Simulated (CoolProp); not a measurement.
CF4 (R14) at 309.04 K and 4.79 MPa is throttled through a valve to 0.227 MPa with no heat exchange. Each further row changes one setting.

Computed with CoolProp (reference Helmholtz-energy equation of state, Platzer 1990). This equation is an older, rougher fit; its heat capacities, sound speeds and derivatives of the liquid may be far off and weren't checked against measurements.

```tsv
case	temperature change (K)	final density (kg/m³)
as stated	-24.9	8.54
outlet pressure 0.0681 MPa	-25.9	2.55
outlet pressure 0.295 MPa	-24.5	11.1
```
